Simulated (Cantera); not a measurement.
A closed system holds: 1 mol SiCl₄, 6.2 mol H₂, held at 227 °C and 1.00 bar.

Equilibrium computed with Cantera from the NASA thermochemical tables; the gas is ideal and each condensed phase is pure. Candidate condensed phases: Si; 19 gas species. Rates play no part.

Base state: H₂ 0.861, SiCl₄ 0.138, HCl 0.000436, SiHCl₃ 0.000436 (mole fractions); condensed: gas only.

### Question
What changes in the equilibrium state with this change: temperature from 227 °C to 377 °C?

### Answer
| species | before | after |
|---|---|---|
| H₂ | 0.861 | 0.858 |
| SiCl₄ | 0.138 | 0.136 |
| HCl | 0.000436 | 0.00308 |
| SiHCl₃ | 0.000436 | 0.00307 |
